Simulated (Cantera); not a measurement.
A diamond (100) surface in a fixed gas of H2 with x(CH4) = 0.022, x(CH3) = 0.00016, at 950 K, 19.5 Torr; coverages are run to steady state.

Detailed kinetics in Cantera: the Harris–Goodwin 1993 mechanism for the reconstructed diamond (100) surface.

One state of this run: growth (µm/h) = 1.66; θ c6HH = 0.629; θ c6H* = 0.0138; θ c6*H = 0.327; θ c6** = 0.00648; θ c6HM = 0.0181. θ: site fractions in the mechanism's names (c6HH fully hydrogenated, c6H* and c6*H radical sites, c6** diradical, c6HM methylated).

**Question.** Which value of x(H) does it belong to?
A) 0.00022
B) 0.0005
C) 0.0001
D) 0.0057

**Answer.** D, 0.0057
